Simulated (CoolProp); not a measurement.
Saturation properties of R1233zd(E) (Tc = 438.9 K, pc = 3583 kPa, ω = 0.304).

Values from CoolProp's reference Helmholtz-energy equation of state, Akasaka 2022.

```json
[
 {"T (K)": "232.2", "p (kPa)": "5.480", "vapour density (kg/m³)": "0.3722"},
 {"T (K)": "247.1", "p (kPa)": "13.40", "vapour density (kg/m³)": "0.8589"},
 {"T (K)": "262", "p (kPa)": "29.03", "vapour density (kg/m³)": "1.768"},
 {"T (K)": "276.9", "p (kPa)": "57.03", "vapour density (kg/m³)": "3.323"},
 {"T (K)": "291.7", "p (kPa)": "102.9", "vapour density (kg/m³)": "5.781"},
 {"T (K)": "306.6", "p (kPa)": "174.5", "vapour density (kg/m³)": "9.515"},
 {"T (K)": "321.5", "p (kPa)": "279.8", "vapour density (kg/m³)": "14.94"},
 {"T (K)": "336.4", "p (kPa)": "428.0", "vapour density (kg/m³)": "22.58"},
 {"T (K)": "351.3", "p (kPa)": "629.3", "vapour density (kg/m³)": "33.17"},
 {"T (K)": "366.2", "p (kPa)": "894.9", "vapour density (kg/m³)": "47.70"},
 {"T (K)": "381.1", "p (kPa)": "1237", "vapour density (kg/m³)": "67.73"},
 {"T (K)": "395.9", "p (kPa)": "1666", "vapour density (kg/m³)": "95.69"},
 {"T (K)": "410.8", "p (kPa)": "2203", "vapour density (kg/m³)": "137.4"}
]
```

It boils at 291.3 K under 1 atm.
